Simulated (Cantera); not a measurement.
A perfectly stirred reactor is fed with N₂O : H₂ : N₂ = 1 : 0.007 : 8.3 (molar parts), at 4200 Pa; it is held at 1250 K, and followed from long to short residence time.

Detailed kinetics in Cantera: GRI-Mech 3.0 (53 species, 325 reactions). GRI-Mech 3.0 was tuned for natural gas; its chemistry of N2O as a main component is partial and can be far from experiment. Radical loss at walls, strong at low pressure, is not modelled. The mechanism lacks the step 2 NO + O2 → 2 NO2, which can matter for NO2 below about 1400 K. The temperature is held fixed by assumption; the heat of reaction is taken as removed at once.

Problem. What does this change do: pressure from 4200 Pa to 2400 Pa?

Solution. 
```csv
quantity,before,after
x(N₂O) at τ = 0.980 s,0.100,0.103
x(H₂) at τ = 0.980 s,6.78e-5,0.000103
x(H) at τ = 0.980 s,9.75e-8,1.52e-7
x(NO) at τ = 0.980 s,0.000734,0.000428
x(NO₂) at τ = 0.980 s,1.07e-5,8.30e-6
x(N₂O) at τ = 21.0 ms,0.107,0.107
x(H₂) at τ = 21.0 ms,0.000605,0.000677
x(H) at τ = 21.0 ms,8.39e-7,7.36e-7
x(NO) at τ = 21.0 ms,1.78e-5,9.82e-6
x(NO₂) at τ = 21.0 ms,1.61e-7,5.22e-8
```
